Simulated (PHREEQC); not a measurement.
A solution holds 0.0015 mol KH2PO4, 0.005 mol K2HPO4 and 0.037 mol KCl per kg of water, at 25 °C. Closed to the air; pH follows from the charge balance.

Equilibrium calculation in PHREEQC: ion-association model, phreeqc.dat.

**Question.** The ionic strength comes out as 0.0531 mol/kgw. What activity coefficients do Cl-, KHPO4-, K+, H2PO4-, HPO4-2 get?

**Answer.** Cl- 0.81, KHPO4- 0.83, K+ 0.81, H2PO4- 0.83, HPO4-2 0.46.

No solid was allowed to form. Species that the database lacks are ignored.
